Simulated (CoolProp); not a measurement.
Carbon dioxide at 479.47 K and 0.162 MPa flows at 10 m/s in a round tube of 1 mm bore and 0.25 µm roughness, fully developed (64/Re and Nu = 3.66 if laminar; Colebrook and Gnielinski if turbulent). Each further row changes one setting.

The numbers come from the reference Helmholtz-energy equation of state, Span 1996 in CoolProp.

```
case             Reynolds number  Darcy friction factor  pressure drop (Pa/m)  heat-transfer coefficient (W/(m² K))  mass flow (kg/h)
---------------  ---------------  ---------------------  --------------------  ------------------------------------  ----------------
as stated                    776                 0.0825                  7390                                   114            0.0506
velocity 20 m/s             1550                 0.0412                 14800                                   114             0.101
diameter 2 mm               1550                 0.0412                  1850                                  57.1             0.203
```

Viscosity comes from a separate model (Laesecke 2017). Thermal conductivity comes from a separate model (Huber 2016).
